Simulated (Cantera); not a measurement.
An isothermal, constant-pressure homogeneous reactor starts with 63.3 % CH₄, 25.9 % CO₂, 10.8 % H₂, at 1375 K and 17.0 bar.

Detailed kinetics in Cantera: GRI-Mech 3.0 (53 species, 325 reactions). GRI-Mech 3.0 stops at C3 and has no aromatics, soot or wall deposition, so with more carbon than oxygen in the feed, carbon stays in small species such as C2H2 where larger ones or solid carbon would form. The pressure lies above the range GRI-Mech 3.0 was tuned for (to about 10 atm).

Q: Predict: x(CH₄) at 200 s; x(CO₂) at 200 s; x(H₂) at 200 s; x(CH₂O) at 200 s; x(HCO) at 200 s.

A: 
```
Item                                               Result
----------------  ---------------------------------------
x(CH₄) at 200 s       0.376 (gas-phase equilibrium 0.242)
x(CO₂) at 200 s   0.0391 (gas-phase equilibrium 0.000256)
x(H₂) at 200 s        0.235 (gas-phase equilibrium 0.414)
x(CH₂O) at 200 s  5.56e-7 (gas-phase equilibrium 1.09e-6)
x(HCO) at 200 s   5.00e-9 (gas-phase equilibrium 8.64e-9)
```
